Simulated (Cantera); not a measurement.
A closed system holds: 1 mol Cr, 28 mol H2O, 0.75 mol N2, held at 1175 K and 0.0210 Torr.

These are equilibrium values from Cantera (NASA tables, ideal gas, pure condensed phases), not measurements of a reactor. Candidate condensed phases: Cr, CrN, Cr2N, Cr2O3, H2O; 29 gas species. Equilibrium is a limit: real reactors are often held back by kinetics, nucleation or transport.

What is the equilibrium state?


| Property | Result |
|---|---|
| x(H2O) | 0.922 |
| x(H2) | 0.0522 |
| x(N2) | 0.0261 |
| x(H) | 5.29e-6 |
| n(Cr2O3(s)) | 0.500 mol |
| gas amount | 28.75 mol |
| log10 activity of Cr(s) (absent) | -8.03 |
| log10 activity of Cr2N(s) (absent) | -17.35 |
